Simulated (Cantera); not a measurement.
# Equilibrium for tantalum, niobium, vanadium and zirconium in process gases: V + NH3

Feed: 1 mol V, 0.86 mol NH3, held at 1700 Pa.

Method: chemical equilibrium by Gibbs-energy minimisation in Cantera with the NASA 1993 tables (ideal gas, pure condensed phases). Candidate condensed phases: V, VN; 11 gas species. Mutual solubility and eutectic melting of coexisting phases are not modelled. VN: taken at fixed stoichiometry. Condensed phases not in the tables: V2N, N, O or C dissolved in the metal. The numbers say what is thermodynamically allowed, not how fast it happens.

| T (K) | x H2 | x V | x H | x N2 | x VN | n V(s) | n VN(s) | n V(l) |
|---|---|---|---|---|---|---|---|---|
| 973 | 1.00 | <1e-12 | 8.29e-9 | <1e-12 | <1e-12 | 0.140 | 0.860 | 0 |
| 1123 | 1.00 | <1e-12 | 3.27e-7 | 3.09e-10 | <1e-12 | 0.140 | 0.860 | 0 |
| 1273 | 1.000 | 3.52e-12 | 5.47e-6 | 6.53e-8 | <1e-12 | 0.140 | 0.860 | 0 |
| 1423 | 1.000 | 5.71e-10 | 5.09e-5 | 4.37e-6 | <1e-12 | 0.140 | 0.860 | 0 |
| 1573 | 1.000 | 3.48e-8 | 0.000312 | 0.000129 | <1e-12 | 0.140 | 0.860 | 0 |
| 1723 | 0.997 | 1.02e-6 | 0.00140 | 0.00208 | 9.54e-12 | 0.145 | 0.855 | 0 |
| 1873 | 0.974 | 1.73e-5 | 0.00488 | 0.0213 | 5.21e-10 | 0.196 | 0.804 | 0 |
| 2023 | 0.833 | 0.000191 | 0.0133 | 0.153 | 1.55e-8 | 0.611 | 0.389 | 0 |
| 2173 | 0.721 | 0.00150 | 0.0314 | 0.246 | 1.54e-7 | 0.997 | 0 | 0 |
| 2323 | 0.683 | 0.00828 | 0.0690 | 0.239 | 8.37e-7 | 0 | 0 | 0.985 |
| 2473 | 0.606 | 0.0365 | 0.133 | 0.224 | 3.57e-6 | 0 | 0 | 0.930 |
| 2623 | 0.458 | 0.135 | 0.219 | 0.189 | 1.20e-5 | 0 | 0 | 0.694 |
| 2773 | 0.260 | 0.314 | 0.291 | 0.135 | 2.36e-5 | 0 | 0 | 0 |
x: gas mole fraction; n: condensed amount in mol.

From 973 K to 2023 K the condensed part is V(s) + VN(s). At 2173 K the condensed part is V(s). From 2323 K to 2623 K the condensed part is V(l). At 2773 K nothing is condensed.
